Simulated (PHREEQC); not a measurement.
Spent oxide etchant: speciation

A solution holds 0.0069 mol HF, 0.022 mol H2SiF6, 0.23 mol H3BO3 and 0.00061 mol H2SO4 per kg of water, at 15 °C. Closed to the air; pH follows from the charge balance.

All values are PHREEQC results (ion-association model, wateq4f.dat), not measurements.

Each row changes one thing in this solution. No solid was allowed to form.

| case | pH | ionic strength (mol/kgw) | H4SiO4 (mol/kgw) | SiF6-2 (mol/kgw) | HF (mol/kgw) | F- (mol/kgw) | SI of SiO2(a) (SiO2) |
|---|---|---|---|---|---|---|---|
| as made | 1.47 | 0.0456 | 0.0160 | 0.00604 | 0.00240 | 6.96e-5 | +1.01 |
| diluted 2-fold with water | 1.76 | 0.0232 | 0.00771 | 0.00329 | 0.00204 | 0.000108 | +0.69 |
| H3BO3 left out | 1.42 | 0.0670 | 0.000106 | 0.0219 | 0.00697 | 0.000188 | -1.17 |
| H2SO4 left out | 1.48 | 0.0445 | 0.0159 | 0.00606 | 0.00239 | 7.06e-5 | +1.01 |
| diluted 10-fold with water | 2.42 | 0.00485 | 0.00146 | 0.000736 | 0.00133 | 0.000299 | -0.04 |
| H2SiF6 from 0.022 to 0.044 mol/kgw | 1.19 | 0.0966 | 0.0258 | 0.0182 | 0.00314 | 5.14e-5 | +1.22 |
| HF from 0.0069 to 0.00069 mol/kgw | 1.49 | 0.0436 | 0.0162 | 0.00576 | 0.00235 | 7.07e-5 | +1.02 |
| diluted 5-fold with water | 2.14 | 0.00950 | 0.00296 | 0.00144 | 0.00161 | 0.000194 | +0.27 |

Some of these states are supersaturated (in SiO2(a), Quartz (slow to form), Chalcedony (slow to form), for instance). SiF6-2 is the database's only silicon fluoride. Real BF4- forms and hydrolyses slowly; the run takes it at equilibrium.
